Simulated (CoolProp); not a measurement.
The fluid at 293.15 K and 0.848 MPa flows at 0.42 m/s in a round tube of 10 mm bore and 0.25 µm roughness, fully developed (64/Re and Nu = 3.66 if laminar; Colebrook and Gnielinski if turbulent). The same conditions are run with several fluids, on thermodynamics alone (safety and materials aside).

Values from CoolProp's reference Helmholtz-energy equation of state of each fluid (normal hydrogen: Leachman 2009; CH2F2 (R32): Tillner-Roth 1997; C2F6 (R116): Lemmon 2006).

| fluid | Reynolds number | Darcy friction factor | pressure drop (Pa/m) | heat-transfer coefficient (W/(m² K)) | mass flow (kg/h) |
|---|---|---|---|---|---|
| normal hydrogen | 333 | 0.192 | 1.18 | 67.5 | 0.0829 |
| CH2F2 (R32) | 6530 | 0.0347 | 6.29 | 34.4 | 2.44 |
| C2F6 (R116) | 16100 | 0.0274 | 12.9 | 66.6 | 6.34 |

Transport values come from each fluid's own correlations; those of CH2F2 (R32), C2F6 (R116) are estimates that may be off by 10 % or more.
